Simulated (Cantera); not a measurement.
Thermodynamics of carbothermic reduction, feed SiO2 + CH4 + CO

Charge: 1 mol SiO2, 0.58 mol CH4, 0.012 mol CO, at 4.90 bar.

Method: chemical equilibrium by Gibbs-energy minimisation in Cantera with the NASA 1993 tables (ideal gas, pure condensed phases). Candidate condensed phases: C, C6H6, C7H8, C8H18, H2O, Si, SiC, SiO2; 123 gas species. The tables hold silica as quartz up to 1696 K and as liquid above; real silica turns to tridymite and cristobalite and melts near 1996 K. Equilibrium is a limit: real reactors are often held back by kinetics, nucleation or transport.

From 700 °C to 1150 °C the condensed part is C(graphite) + SiO2(β-quartz).

```
T (°C)   x H2   x CH4     x CO     x H2O    x CO2  n C(graphite)  n SiO2(β-quartz)
------  -----  ------  -------  --------  -------  -------------  ----------------
700     0.688   0.298  0.00426   0.00894  8.93e-5          0.321              1.00
750     0.770   0.218  0.00610   0.00630  6.53e-5          0.378              1.00
800     0.832   0.156  0.00771   0.00409  4.10e-5          0.427              1.00
850     0.878   0.111  0.00884   0.00251  2.31e-5          0.466              1.00
900     0.910  0.0789  0.00953   0.00151  1.24e-5          0.496              1.00
950     0.932  0.0568  0.00991  0.000909  6.62e-6          0.518              1.00
1000    0.948  0.0414   0.0101  0.000558  3.59e-6          0.534              1.00
1050    0.959  0.0306   0.0102  0.000351  2.01e-6          0.546              1.00
1100    0.966  0.0230   0.0102  0.000227  1.17e-6          0.554              1.00
1150    0.972  0.0176   0.0103  0.000151  7.04e-7          0.560              1.00
```
x: gas mole fraction; n: condensed amount in mol.
